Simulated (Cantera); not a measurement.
A freely propagating, adiabatic, planar premixed flame of 9.29 % CH₄, 10.2 % CO, 16.9 % O₂, 63.6 % N₂, equivalence ratio 1.4, unburnt at 625 K and 1.00 bar; mixture-averaged transport, grid criteria slope 0.08 and curve 0.16, no radiation.

Model: GRI-Mech 3.0 (53 species, 325 reactions), integrated in Cantera. Burning velocities carry a grid error of a few per cent, more on coarse grids.

Task: Predict: laminar burning velocity; thermal thickness; peak x(CH₂O).

Result: 
| Property | Result |
|---|---|
| laminar burning velocity | 150 cm/s |
| thermal thickness | 0.300 mm |
| peak x(CH₂O) | 0.00103 |
